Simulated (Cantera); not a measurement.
# Adiabatic ignition

An adiabatic, constant-volume homogeneous reactor starts with 44.4 % H2, 11.7 % O2, 43.9 % N2, at 1450 K and 100000 Pa.

Cantera simulation using the H2/O2 subset of GRI-Mech 3.0, which has no nitrogen chemistry; the numbers are that mechanism's predictions, not measurements.

```
t (s)     T (K)  P (bar)   x H2      x O2    x HO2     x OH    x H2O
--------  -----  -------  -----  --------  -------  -------  -------
1.00e-6    1450    1.000  0.444     0.117  1.79e-7  1.38e-8  7.80e-8
2.63e-6    1450    1.000  0.444     0.117  4.95e-7  9.13e-8  1.11e-6
6.92e-6    1450     1.00  0.444     0.117  3.17e-6  3.69e-6  6.24e-5
1.82e-5    1862     1.26  0.168   0.00717  5.48e-6   0.0144    0.198
4.79e-5    2691     1.73  0.208   0.00189  1.70e-6   0.0196    0.223
0.000126   2945     1.86  0.218  0.000931  1.19e-6   0.0162    0.235
0.000331   2952     1.86  0.219  0.000909  1.17e-6   0.0161    0.235
0.000872   2952     1.86  0.219  0.000909  1.17e-6   0.0161    0.235
0.00229    2952     1.86  0.219  0.000909  1.17e-6   0.0161    0.235
0.00603    2952     1.86  0.219  0.000909  1.17e-6   0.0161    0.235
0.0159     2952     1.86  0.219  0.000909  1.17e-6   0.0161    0.235
0.0418     2952     1.86  0.219  0.000909  1.17e-6   0.0161    0.235
0.110      2952     1.86  0.219  0.000909  1.17e-6   0.0161    0.235
0.289      2952     1.86  0.219  0.000909  1.17e-6   0.0161    0.235
0.760      2952     1.86  0.219  0.000909  1.17e-6   0.0161    0.235
2.00       2952     1.86  0.219  0.000909  1.17e-6   0.0161    0.235
```
x: mole fraction; the columns are a selection and need not sum to one.

```json
{
  "time_of_steepest_temperature_rise": "16.5 µs",
  "temperature at 2.00 s": "2952 K",
  "equilibrium_temperature": "2952 K",
  "x(H2) at 2.00 s": "0.219 (gas-phase equilibrium 0.219)",
  "x(O2) at 2.00 s": "0.000909 (gas-phase equilibrium 0.000909)",
  "x(HO2) at 2.00 s": "1.17e-6 (gas-phase equilibrium 1.17e-6)"
}
```
